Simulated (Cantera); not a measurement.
Input (Python, Cantera) and output of one run.

```python
import numpy as np
import cantera as ct

gas_names = """
    H H2 N NH NH2 NH3 N2 N2H2 N2H4 Si SiH SiH2 SiH3 SiH4 SiN Si2 Si2N Si3
""".split()
cond_names = """
    Si(cr) Si(L) Si3N4(a)
""".split()


# ... load() reads the species with a 1 bar reference pressure and builds the phases ...
atoms = {
    'Si2H6': {'Si': 2, 'H': 6},
    'N2': {'N': 2},
}
top_T = {'Si3N4(a)': 2400}  # K; cautious upper limits of use, not melting points


# ... equilibrate(T, P, feed) seeds the gas with the atoms and calls Mixture.equilibrate('TP', solver="vcs", rtol=1e-11, max_steps=5000) ...
results = []
feed = {'Si2H6': 1, 'N2': 24}  # mol
T = 1200  # K
P = 101325  # Pa
mix = equilibrate(T, P, feed)
results.append((T, P, feed, dict(zip(mix.species_names, mix.species_moles))))
print(gas.report(threshold=0.001))
for i in range(1, mix.n_phases):
    print(f"{mix.phase(i).name:16s} {mix.phase_moles(i):12.5e} mol")
```

It prints:

```
       temperature   1200 K
          pressure   1.0133e+05 Pa
           density   0.25364 kg/m^3
  mean mol. weight   24.975 kg/kmol
   phase of matter   gas

                          1 kg             1 kmol
                     ---------------   ---------------
          enthalpy        1.1191e+06        2.7949e+07  J
   internal energy        7.1957e+05        1.7972e+07  J
           entropy            9201.8        2.2982e+05  J/K
    Gibbs function       -9.9231e+06       -2.4783e+08  J
 heat capacity c_p            1334.9             33340  J/K
 heat capacity c_v              1002             25026  J/K

                      mass frac. Y      mole frac. X     chem. pot. / RT
                     ---------------   ---------------   ---------------
                H2         0.0094339           0.11687           -20.111
                N2           0.99056           0.88312           -25.465
     [  +16 minor]        4.9615e-06        7.3389e-06

Si(cr)            0.00000e+00 mol
Si3N4(a)          6.66667e-01 mol
```

Cantera equilibrium calculation (NASA polynomials, part measured and part estimated; ideal gas, pure solids and liquids). The feed counts by its element totals alone. N2 is the only nitrogen source here; it is nearly inert below about 1500 K, so the nitride shown seldom forms there in practice.
